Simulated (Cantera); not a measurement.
Charge: 1 mol Al, 0.32 mol NH3, 92 mol N2, a varied amount of H2O, held at 1800 K and 5180 Torr.

Cantera equilibrium calculation (NASA polynomials, part measured and part estimated; ideal gas, pure solids and liquids). Candidate condensed phases: Al, AlN, Al2O3, H2O; 35 gas species. Mutual solubility and eutectic melting of coexisting phases are not modelled. Gases not in the tables: Al(OH)3. Rates play no part.

x: gas mole fraction; n: condensed amount in mol.

```csv
n(H2O) (mol),x N2,x H2O,x H2,x H,x OH,x NH3,n AlN(s),n Al2O3(s)
0.8,0.986,2.19e-6,0.0137,1.60e-5,…,3.21e-7,0.467,0.267
1.4,0.980,3.18e-6,0.0200,1.93e-5,…,5.63e-7,0.0669,0.467
1.9,0.975,0.00423,0.0209,1.97e-5,…,6.02e-7,0,0.500
2.5,0.969,0.0105,0.0208,1.97e-5,…,5.95e-7,0,0.500
3.1,0.963,0.0167,0.0207,1.96e-5,…,5.87e-7,0,0.500
3.6,0.958,0.0218,0.0206,1.95e-5,…,5.81e-7,0,0.500
4.2,0.952,0.0279,0.0204,1.95e-5,…,5.74e-7,0,0.500
4.7,0.947,0.0329,0.0203,1.94e-5,…,5.68e-7,0,0.500
5.3,0.941,0.0388,0.0202,1.94e-5,…,5.61e-7,0,0.500
5.9,0.935,0.0446,0.0201,1.93e-5,…,5.54e-7,0,0.500
```

Question: Some entries are withheld; supply them.

Answer: 
- 0.8, x OH: 1.68e-10
- 1.4, x OH: 2.03e-10
- 1.9, x OH: 2.63e-7
- 2.5, x OH: 6.56e-7
- 3.1, x OH: 1.05e-6
- 3.6, x OH: 1.37e-6
- 4.2, x OH: 1.76e-6
- 4.7, x OH: 2.08e-6
- 5.3, x OH: 2.46e-6
- 5.9, x OH: 2.84e-6
